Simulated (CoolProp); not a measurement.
Model: reference Helmholtz-energy equation of state, Akasaka 2019, in CoolProp.

Problem. For R1234ze(Z), give the phase and the cp (kJ/(kg K)) at 363.1 K and 42.3 kPa; 379.7 K and 418 kPa.

Solution. 
- 363.1 K and 42.3 kPa: gas; cp 0.949
- 379.7 K and 418 kPa: gas; cp 1.03
